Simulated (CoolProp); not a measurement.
Vapour-liquid equilibrium of carbon monoxide (1) + methane (2) at 109 K; x and y are mole fractions of (1).

Values from CoolProp's multi-fluid Helmholtz-energy mixture model, Lemmon 2006 and Setzmann 1991; pair parameters Kunz 2012.

```json
[
 {"x": "0.05", "bubble pressure (MPa)": "0.1330", "y at the bubble point": "0.410", "dew pressure at overall composition x (MPa)": "0.08494", "liquid density (mol/L)": "26.50"},
 {"x": "0.125", "bubble pressure (MPa)": "(withheld)", "y at the bubble point": "0.653", "dew pressure at overall composition x (MPa)": "0.09185", "liquid density (mol/L)": "26.40"},
 {"x": "0.2", "bubble pressure (MPa)": "0.2968", "y at the bubble point": "0.764", "dew pressure at overall composition x (MPa)": "(withheld)", "liquid density (mol/L)": "26.28"},
 {"x": "0.275", "bubble pressure (MPa)": "0.3775", "y at the bubble point": "0.826", "dew pressure at overall composition x (MPa)": "(withheld)", "liquid density (mol/L)": "26.14"},
 {"x": "0.35", "bubble pressure (MPa)": "0.4543", "y at the bubble point": "0.865", "dew pressure at overall composition x (MPa)": "0.1215", "liquid density (mol/L)": "25.98"},
 {"x": "0.425", "bubble pressure (MPa)": "0.5261", "y at the bubble point": "0.892", "dew pressure at overall composition x (MPa)": "0.1361", "liquid density (mol/L)": "25.80"},
 {"x": "0.5", "bubble pressure (MPa)": "0.5925", "y at the bubble point": "0.911", "dew pressure at overall composition x (MPa)": "0.1546", "liquid density (mol/L)": "25.59"},
 {"x": "0.575", "bubble pressure (MPa)": "0.6541", "y at the bubble point": "(withheld)", "dew pressure at overall composition x (MPa)": "0.1791", "liquid density (mol/L)": "25.35"},
 {"x": "0.65", "bubble pressure (MPa)": "0.7121", "y at the bubble point": "0.940", "dew pressure at overall composition x (MPa)": "0.2126", "liquid density (mol/L)": "25.08"},
 {"x": "0.725", "bubble pressure (MPa)": "0.7685", "y at the bubble point": "0.952", "dew pressure at overall composition x (MPa)": "0.2615", "liquid density (mol/L)": "24.78"},
 {"x": "0.8", "bubble pressure (MPa)": "0.8256", "y at the bubble point": "0.963", "dew pressure at overall composition x (MPa)": "0.3391", "liquid density (mol/L)": "24.44"},
 {"x": "0.875", "bubble pressure (MPa)": "0.8861", "y at the bubble point": "(withheld)", "dew pressure at overall composition x (MPa)": "0.4792", "liquid density (mol/L)": "24.06"},
 {"x": "0.95", "bubble pressure (MPa)": "0.9530", "y at the bubble point": "0.989", "dew pressure at overall composition x (MPa)": "0.7592", "liquid density (mol/L)": "23.64"}
]
```

Task: Some entries are withheld; supply them.

Result: 
- 0.125, bubble pressure (MPa): 0.2144
- 0.2, dew pressure at overall composition x (MPa): 0.09999
- 0.275, dew pressure at overall composition x (MPa): 0.1097
- 0.575, y at the bubble point: 0.927
- 0.875, y at the bubble point: 0.976

No azeotrope shows between x = 0.05 and 0.95.

Pair parameters are fitted to limited data, so mixtures are less certain than the pure fluids.
